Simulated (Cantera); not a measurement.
Feed: 1 mol SiCl4, 5.2 mol H2O, 36 mol N2O, equilibrated at 0.220 bar.

These are equilibrium values from Cantera (NASA tables, ideal gas, pure condensed phases), not measurements of a reactor. Candidate condensed phases: H2O, NH4Cl, Si, SiO2, Si2N2O, Si3N4; 47 gas species. The tables hold silica as quartz up to 1696 K and as liquid above; real silica turns to tridymite and cristobalite and melts near 1996 K. Gases not in the tables: Si(OH)4. Equilibrium is a limit: real reactors are often held back by kinetics, nucleation or transport.

x: gas mole fraction; n: condensed amount in mol.

```json
[
 {"T (K)": "848", "x N2": "0.591", "x O2": "0.291", "x H2O": "0.0626", "x HCl": "0.0455", "x Cl2": "0.0101", "x Cl": "(withheld)", "x NO": "4.44e-6", "n SiO2(β-quartz)": "1.00", "n SiO2(condensed)": "0"},
 {"T (K)": "998", "x N2": "0.590", "x O2": "0.292", "x H2O": "0.0572", "x HCl": "0.0559", "x Cl2": "0.00476", "x Cl": "(withheld)", "x NO": "3.12e-5", "n SiO2(β-quartz)": "1.00", "n SiO2(condensed)": "0"},
 {"T (K)": "1148", "x N2": "0.589", "x O2": "0.293", "x H2O": "0.0548", "x HCl": "0.0606", "x Cl2": "0.00230", "x Cl": "(withheld)", "x NO": "0.000132", "n SiO2(β-quartz)": "1.00", "n SiO2(condensed)": "0"},
 {"T (K)": "1298", "x N2": "0.588", "x O2": "0.293", "x H2O": "0.0539", "x HCl": "0.0621", "x Cl2": "0.00119", "x Cl": "(withheld)", "x NO": "0.000399", "n SiO2(β-quartz)": "1.00", "n SiO2(condensed)": "0"},
 {"T (K)": "1448", "x N2": "0.588", "x O2": "0.293", "x H2O": "0.0540", "x HCl": "0.0618", "x Cl2": "0.000664", "x Cl": "(withheld)", "x NO": "0.000958", "n SiO2(β-quartz)": "1.00", "n SiO2(condensed)": "0"},
 {"T (K)": "1598", "x N2": "0.587", "x O2": "0.291", "x H2O": "0.0548", "x HCl": "0.0599", "x Cl2": "0.000386", "x Cl": "(withheld)", "x NO": "0.00195", "n SiO2(β-quartz)": "1.00", "n SiO2(condensed)": "0"},
 {"T (K)": "1748", "x N2": "0.585", "x O2": "0.289", "x H2O": "0.0561", "x HCl": "0.0568", "x Cl2": "0.000229", "x Cl": "(withheld)", "x NO": "0.00351", "n SiO2(β-quartz)": "0", "n SiO2(condensed)": "1.000"}
]
```

**Question.** What belongs in the gaps?

**Answer.** 
- 848, x Cl: 5.74e-6
- 998, x Cl: 5.55e-5
- 1148, x Cl: 0.000274
- 1298, x Cl: 0.000897
- 1448, x Cl: 0.00223
- 1598, x Cl: 0.00455
- 1748, x Cl: 0.00792
